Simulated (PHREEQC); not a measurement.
Na2CO3 is added in steps, without added water, to 1 kg of water holding 0.0059 mol HF and 0.00016 mol NH4F, at 25 °C. Oxygen alone is held at its pressure in air (log pO2 = -0.68). CO2 from the air is kept out. Solids allowed: Nahcolite, Natron. Others were left out.

Base run: PHREEQC, ion-association model, wateq4f.dat. Each further column changes one thing. The table gives HF (mol/kgw).

```csv
Na2CO3 added (mol),base,Debye-Hückel limiting law,metal-ligand complexes left out,Davies equation for every ion,all activity coefficients set to 1
0,0.00411,0.00411,0.00411,0.00411,0.00418
0.00067,0.00344,0.00343,0.00344,0.00344,0.00350
0.001507,0.00234,0.00233,0.00234,0.00234,0.00238
0.002178,0.00130,0.00130,0.00130,0.00130,0.00133
0.003015,5.73e-5,5.74e-5,5.73e-5,5.74e-5,5.77e-5
0.003685,6.01e-6,6.04e-6,6.01e-6,6.04e-6,6.04e-6
0.004522,1.76e-6,1.77e-6,1.76e-6,1.77e-6,1.77e-6
0.005193,6.39e-7,6.43e-7,6.38e-7,6.43e-7,6.42e-7
0.00603,2.48e-8,2.56e-8,2.28e-8,2.51e-8,2.28e-8
0.0067,5.04e-9,5.25e-9,4.47e-9,5.10e-9,4.44e-9
```
